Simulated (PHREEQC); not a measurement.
A solution holds 0.0012 mol TMAH, 0.0022 mol K2SO4 and 0.11 mol CuSO4 per kg of water, at 9.7 °C. Closed to the air; pH follows from the charge balance.

Equilibrium calculation in PHREEQC: ion-association model, wateq4f.dat.

Q: The ionic strength comes out as 0.236 mol/kgw. What activity coefficients do SO4-2, Cu2(OH)2+2, KSO4-, CuOH+, HSO4- get?

A: SO4-2 0.28, Cu2(OH)2+2 0.31, KSO4- 0.74, CuOH+ 0.71, HSO4- 0.72.

This is a speciation only: nothing precipitates in the calculation. The solution is supersaturated, for example in Tenorite (slow to form), so a real one may precipitate; this is no full list. (CH3)4N+ isn't in the database: it is added as a free cation with an ion size of 4 Å. At this temperature some constants are extrapolated from 25 °C, and those without enthalpy data are left unchanged.
